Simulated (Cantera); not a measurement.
Mixture: 8.07 % C3H8, 22.4 % O2, 69.5 % N2, equivalence ratio 1.8, at 975 Torr, adiabatic and at constant pressure. Ignition delay is the time to a rise of 400 K.

Cantera simulation using GRI-Mech 3.0 (53 species, 325 reactions); the numbers are that mechanism's predictions, not measurements. GRI-Mech 3.0 was tuned for natural gas; its chemistry of propane as a main component is partial and can be far from experiment.

Q: Predict: delay at 1300 K; delay at 1350 K; delay at 1400 K; delay at 1450 K; delay at 1500 K; delay at 1550 K; apparent activation energy between 1450 and 1550 K.

A: 
| Property | Result |
|---|---|
| delay at 1300 K | 0.809 ms |
| delay at 1350 K | 0.374 ms |
| delay at 1400 K | 0.190 ms |
| delay at 1450 K | 0.105 ms |
| delay at 1500 K | 63.4 µs |
| delay at 1550 K | 40.9 µs |
| apparent activation energy between 1450 and 1550 K | 180 kJ/mol |
